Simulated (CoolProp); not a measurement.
n-dodecane along the isobar 1.55 MPa: fugacity coefficient from the reference equation and from simpler models built on Tc = 385.0 °C, pc = 1.818 MPa, ω = 0.574; each cubic takes its own stable root.

Values from CoolProp's reference Helmholtz-energy equation of state, Lemmon 2004. It is a short technical equation, of lower accuracy than the large ones.

```
T (°C)   phase  reference
------  ------  ---------
33.25   liquid   2.578e-5
44.95   liquid   6.127e-5
56.55   liquid  0.0001341
68.25   liquid  0.0002761
79.95   liquid  0.0005353
91.55   liquid  0.0009784
103.25  liquid   0.001713
114.95  liquid   0.002872
126.65  liquid   0.004629
138.25  liquid   0.007174
149.95  liquid    0.01081
161.65  liquid    0.01580
173.25  liquid    0.02243
184.95  liquid    0.03115
196.65  liquid    0.04229
208.25  liquid    0.05610
```

### Question
How far does each simpler model (van der Waals, Redlich-Kwong, Soave-Redlich-Kwong, Peng-Robinson) lie from the reference over these 16 states: mean and median of the absolute difference, and the worst?

### Answer
- van der Waals: mean 14698.9 %, median 3042.7 %, worst +97301.1 % at 33.25 °C and 1.55 MPa
- Redlich-Kwong: mean 1122.0 %, median 628.4 %, worst +4228.9 % at 33.25 °C and 1.55 MPa
- Soave-Redlich-Kwong: mean 2.3 %, median 2.0 %, worst +4.3 % at 33.25 °C and 1.55 MPa
- Peng-Robinson: mean 9.8 %, median 6.7 %, worst +27.8 % at 33.25 °C and 1.55 MPa
